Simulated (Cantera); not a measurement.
Source: NASA polynomial tables (part measured, part estimated), evaluated in Cantera. Values are per mole of reaction as written; species without (g) are pure solids or liquids, kept so even where they would boil at 1 bar. The tables' values for C2F4 are old estimates.

4 CF3(g) = 2 CF4(g) + C2F4(g)

| T (K) | ΔH° (kJ) | ΔS° (J/K) | ΔG° (kJ) | log10 K |
|---|---|---|---|---|
| 925 | ___ | ___ | ___ | ___ |
| 975 | ___ | ___ | ___ | ___ |
| 1025 | -636.5 | -226.5 | -404.4 | 20.61 |
| 1075 | ___ | ___ | ___ | ___ |
| 1125 | -635.2 | -225.3 | -381.8 | 17.73 |
| 1175 | ___ | ___ | ___ | ___ |

Question: What belongs in the gaps?

Answer: 
- 925, ΔH° (kJ): -637.8
- 925, ΔS° (J/K): -227.8
- 925, ΔG° (kJ): -427.1
- 925, log10 K: 24.12
- 975, ΔH° (kJ): -637.2
- 975, ΔS° (J/K): -227.1
- 975, ΔG° (kJ): -415.7
- 975, log10 K: 22.27
- 1075, ΔH° (kJ): -635.9
- 1075, ΔS° (J/K): -225.9
- 1075, ΔG° (kJ): -393.1
- 1075, log10 K: 19.10
- 1175, ΔH° (kJ): -634.5
- 1175, ΔS° (J/K): -224.7
- 1175, ΔG° (kJ): -370.5
- 1175, log10 K: 16.47
